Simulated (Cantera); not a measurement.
A closed system holds: 1 mol CCl4, 0.31 mol F2, 0.15 mol H2, held at 2577 °C.

Equilibrium computed with Cantera from the NASA thermochemical tables; the gas is ideal and each condensed phase is pure. Candidate condensed phases: C, C6H6, C7H8, C8H18; 118 gas species. Rates play no part.

Problem. At 1.00 Pa, list the 6 most abundant gas species with their mole fractions, and the condensed phases.

Solution. Cl 0.694, C 0.130, F 0.105, H 0.0508, C3 0.00895, C2 0.00763. Condensed: gas only.
